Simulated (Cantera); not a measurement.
What does this Cantera script print?

```python
import numpy as np
import cantera as ct

gas_names = """
    H HNO HNO2 HNO3 HO2 H2 H2O H2O2 N NH NH2 NH3 NH2OH NO NO2 NO3 N2 N2H2 N2H4 N2O O OH O2 O3 Si SiH
    SiH2 SiH3 SiH4 SiN SiO SiO2 Si2 Si2N Si3
""".split()
cond_names = """
    H2O(s) H2O(L) Si(cr) Si(L) SiO2(Lqz) SiO2(hqz) SiO2(L) Si2N2O(s) Si3N4(a)
""".split()


# ... load() reads the species with a 1 bar reference pressure and builds the phases ...
atoms = {
    'Si3N4': {'Si': 3, 'N': 4},
    'O2': {'O': 2},
    'H2': {'H': 2},
}
top_T = {'Si2N2O(s)': 2100, 'Si3N4(a)': 2400}  # K; cautious upper limits of use, not melting points


# ... equilibrate(T, P, feed) seeds the gas with the atoms and calls Mixture.equilibrate('TP', solver="vcs", rtol=1e-11, max_steps=5000) ...
results = []
feed = {'Si3N4': 1, 'O2': 0.13, 'H2': 18}  # mol
T = 1573  # K
P = 100000  # Pa
mix = equilibrate(T, P, feed)
results.append((T, P, feed, dict(zip(mix.species_names, mix.species_moles))))
x = sorted(zip(gas.X, gas.species_names), reverse=True)
print(f"T = {T:g} K  P = {P:g} Pa  gas = {mix.phase_moles(0):.4g} mol")
print("   x: " + "  ".join(f"{s} {v:.3e}" for v, s in x if v > 0.0001))
print("   condensed (mol): " + ("  ".join(f"{mix.phase(i).name} {mix.phase_moles(i):.4g}"
      for i in range(1, mix.n_phases) if mix.phase_moles(i) > 1e-12) or "none"))
```

It prints:

```
T = 1573 K  P = 100000 Pa  gas = 18.09 mol
   x: H2 9.952e-01  N2 4.791e-03
   condensed (mol): Si2N2O(s) 0.26  Si3N4(a) 0.8267
```

Equilibrium computed with Cantera from the NASA thermochemical tables; the gas is ideal and each condensed phase is pure. Mutual solubility and eutectic melting of coexisting phases are not modelled.
